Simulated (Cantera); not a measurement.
A freely propagating, adiabatic, planar premixed flame of 8.06 % CH4, 16.1 % O2, 75.8 % N2, unburnt at 650 K and 4.30 bar; mixture-averaged transport, grid criteria slope 0.08 and curve 0.16, no radiation.

Model: GRI-Mech 3.0 (53 species, 325 reactions), integrated in Cantera. Burning velocities carry a grid error of a few per cent, more on coarse grids.

Problem. Predict: laminar burning velocity; thermal thickness; peak x(CH2CO); peak x(CH2); peak x(C2H6); peak x(HCN).

Solution. 
```
Quantity                     Result
------------------------  ---------
laminar burning velocity  60.1 cm/s
thermal thickness          0.146 mm
peak x(CH2CO)              0.000169
peak x(CH2)                 3.39e-5
peak x(C2H6)               0.000775
peak x(HCN)                 4.47e-6
```
